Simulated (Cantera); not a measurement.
Cantera run, input and output.

```python
import numpy as np
import cantera as ct

gas = ct.Solution("h2o2.yaml")
gas.TPX = 573, 57000, {'H2': 1, 'O2': 0.455, 'N2': 2.91}
inlet = ct.Reservoir(gas, clone=True)
gas.equilibrate("HP")  # start burning
reactor = ct.IdealGasConstPressureReactor(gas, energy="on", clone=False)
exhaust = ct.Reservoir(gas, clone=True)
tau = [0.069, 0.033, 0.016, 0.0073, 0.0035, 0.0016, 0.00078, 0.00037, 0.00017, 8.2e-05][0]
for a, b in ((inlet, reactor), (reactor, exhaust)):
    ct.MassFlowController(a, b, mdot=lambda t: reactor.mass / tau)
net = ct.ReactorNet([reactor])
show = ['H2', 'O2', 'H2O2', 'O', 'HO2', 'OH', 'H2O']

rows = []
print(f"{'tau/s':>10s}{'T/K':>9s}" + "".join(f"{s:>11s}" for s in show))
for tau in [0.069, 0.033, 0.016, 0.0073, 0.0035, 0.0016, 0.00078, 0.00037, 0.00017, 8.2e-05]:
    net.initial_time = 0.0
    net.advance(30 * tau)
    before = gas.X
    net.advance(40 * tau)
    drift = np.max(np.abs(gas.X - before) / (gas.X + 1e-9))
    rows.append([gas.T, *gas[show].X, drift])
    print(f"{tau:10.3e}{gas.T:9.1f}" + "".join(f"{x:11.3e}" for x in gas[show].X))
```

Output:

```
     tau/s      T/K         H2         O2       H2O2          O        HO2         OH        H2O
 6.900e-02   2074.2  2.554e-02  1.162e-03  3.746e-08  2.897e-04  3.093e-07  3.216e-03  2.258e-01
 3.300e-02   2049.2  2.685e-02  1.852e-03  5.404e-08  4.922e-04  5.007e-07  4.061e-03  2.229e-01
 1.600e-02   2014.7  2.860e-02  2.831e-03  7.724e-08  8.137e-04  7.779e-07  4.996e-03  2.191e-01
 7.300e-03   1963.3  3.098e-02  4.285e-03  1.156e-07  1.358e-03  1.213e-06  6.031e-03  2.137e-01
 3.500e-03   1899.9  3.350e-02  6.038e-03  1.745e-07  2.102e-03  1.793e-06  6.875e-03  2.074e-01
 1.600e-03   1814.4  3.620e-02  8.309e-03  2.857e-07  3.159e-03  2.655e-06  7.438e-03  1.997e-01
 7.800e-04   1720.1  3.846e-02  1.075e-02  4.727e-07  4.311e-03  3.754e-06  7.483e-03  1.919e-01
 3.700e-04   1607.9  4.065e-02  1.375e-02  8.156e-07  5.522e-03  5.377e-06  6.962e-03  1.833e-01
 1.700e-04   1478.0  4.415e-02  1.793e-02  1.345e-06  6.469e-03  8.083e-06  5.845e-03  1.728e-01
 8.200e-05   1341.9  5.454e-02  2.514e-02  1.767e-06  6.472e-03  1.320e-05  4.381e-03  1.576e-01
```

Detailed kinetics in Cantera: the H2/O2 subset of GRI-Mech 3.0, which has no nitrogen chemistry.
